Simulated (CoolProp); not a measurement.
A simple Rankine cycle with n-pentane: condensing at 323.15 K, boiler at 0.434 MPa, turbine inlet 364.7 K, turbine efficiency 0.75, pump efficiency 0.7, no recuperator. Each further row changes one setting.

Model: reference Helmholtz-energy equation of state, Thol 2019, in CoolProp.

```
case                             thermal efficiency (%)  net work (kJ/kg)  heat in (kJ/kg)  turbine exit temperature (K)  volume ratio over the turbine
-------------------------------  ----------------------  ----------------  ---------------  ----------------------------  -----------------------------
as stated                                           6.6              27.4              414                           ___                            ___
turbine inlet 384.7 K                               ___              29.5              ___                         365.3                           2.74
condensing temperature 315.15 K                     7.9              34.4              433                         340.2                           3.56
boiler pressure 0.304 MPa                           ___               ___              420                           ___                            ___
turbine efficiency 0.65                             5.7              23.7              414                         346.7                           2.79
```

Task: Complete the blanks.

Result: 
- as stated, turbine exit temperature (K): 344.7
- as stated, volume ratio over the turbine: 2.77
- turbine inlet 384.7 K, thermal efficiency (%): 6.5
- turbine inlet 384.7 K, heat in (kJ/kg): 457
- boiler pressure 0.304 MPa, thermal efficiency (%): 4.4
- boiler pressure 0.304 MPa, net work (kJ/kg): 18.4
- boiler pressure 0.304 MPa, turbine exit temperature (K): 352.4
- boiler pressure 0.304 MPa, volume ratio over the turbine: 1.91
